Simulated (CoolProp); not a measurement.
Properties of R115 along the isobar 2590 kPa (Tc = 80.0 °C, pc = 3129 kPa, ω = 0.248).

The numbers come from the reference Helmholtz-energy equation of state, Lemmon 2016 in CoolProp.

```
T (°C)   phase  density (kg/m³)  cv (kJ/(kg K))  Joule-Thomson coefficient (K/MPa)  fugacity coefficient
------  ------  ---------------  --------------  ---------------------------------  --------------------
38.15   liquid             1239          0.7363                             0.2725                0.4142
42.25   liquid             1215          0.7427                             0.3656                0.4475
46.35   liquid             1191          0.7494                             0.4792                0.4818
50.45   liquid             1164          0.7564                             0.6216                0.5170
54.55   liquid             1135          0.7639                             0.8064                0.5531
58.65   liquid             1102          0.7721                              1.058                0.5898
62.75   liquid             1064          0.7814                              1.428                0.6269
66.85   liquid             1018          0.7930                              2.042                0.6641
75.15      gas            244.5          0.8137                              18.18                0.7151
79.25      gas            226.3          0.8042                              16.18                0.7277
83.35      gas            213.1          0.7987                              14.69                0.7393
87.45      gas            202.6          0.7956                              13.51                0.7501
91.55      gas            194.0          0.7941                              12.54                0.7601
95.65      gas            186.6          0.7936                              11.71                0.7696
```
